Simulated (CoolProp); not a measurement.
Vapour-liquid equilibrium of benzene (1) + n-octane (2) at 296.6 K; x and y are mole fractions of (1).

Values from CoolProp's multi-fluid Helmholtz-energy mixture model, Thol 2012 and Beckmüller 2019; pair parameters Bell 2016.

```
x     bubble pressure, mixture model (MPa)  bubble pressure, Raoult's law (MPa)  y, mixture model  y, Raoult's law
----  ------------------------------------  -----------------------------------  ----------------  ---------------
0.05                              0.002452                             0.002221             0.334            0.266
0.15                              0.003891                             0.003230             0.623            0.549
0.25                              0.005216                             0.004240             0.749            0.696
0.35                              0.006387                             0.005250             0.819            0.788
0.45                              0.007402                             0.006259             0.863            0.849
0.55                              0.008289                             0.007269             0.894            0.894
0.65                              0.009086                             0.008279             0.919            0.927
0.75                              0.009841                             0.009288             0.941            0.954
0.85                               0.01060                              0.01030             0.963            0.975
0.95                               0.01139                              0.01131             0.987            0.992
```

The largest gap from Raoult's law is +23.0 % in bubble pressure, at x = 0.25. No azeotrope shows between x = 0.05 and 0.95.

Pair parameters are fitted to limited data, so mixtures are less certain than the pure fluids.
